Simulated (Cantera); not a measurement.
A perfectly stirred reactor is fed with C2H6 : N2 = 1 : 98 (molar parts), at 0.987 atm; it is held at 1350 K, and followed from long to short residence time.

Computed with Cantera and GRI-Mech 3.0 (53 species, 325 reactions). GRI-Mech 3.0 stops at C3 and has no aromatics, soot or wall deposition, so with more carbon than oxygen in the feed, carbon stays in small species such as C2H2 where larger ones or solid carbon would form.

```tsv
quantity	before	after
x(C2H6) at τ = 11.0 s	1.68e-5	0.000160
x(CH2) at τ = 11.0 s	1.38e-10	3.52e-7
x(CH3) at τ = 11.0 s	3.90e-6	0.000197
x(CH4) at τ = 11.0 s	0.00366	0.00219
x(C2H4) at τ = 11.0 s	0.000260	0.000790
x(C2H6) at τ = 0.310 s	0.000154	0.00367
x(CH2) at τ = 0.310 s	1.45e-9	1.06e-6
x(CH3) at τ = 0.310 s	1.01e-5	0.000817
x(CH4) at τ = 0.310 s	0.00221	0.00140
x(C2H4) at τ = 0.310 s	0.000982	0.00400
```

Task: What was changed between the two runs?
A) pressure from 0.987 atm to 0.00138 atm
B) pressure from 0.987 atm to 0.0474 atm
C) C2H6 1 to 0.15 parts
D) pressure from 0.987 atm to 0.0118 atm

Result: A, pressure from 0.987 atm to 0.00138 atm
